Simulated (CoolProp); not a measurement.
Properties of hydrogen chloride at several states.

Computed with CoolProp (reference Helmholtz-energy equation of state, Thol 2018).

| T (K) | p (bar) | phase | cv (kJ/(kg K)) | speed of sound (m/s) | Joule-Thomson coefficient (K/MPa) | isothermal compressibility (1/MPa) |
|---|---|---|---|---|---|---|
| 273.7 | 210 | liquid | 0.9015 | 814.3 | -0.1140 | 0.002892 |
| 644.5 | 229 | supercritical | 0.6132 | 473.1 | 2.069 | 0.04418 |
| 576.9 | 0.908 | gas | 0.5811 | 428.0 | 4.387 | 11.02 |
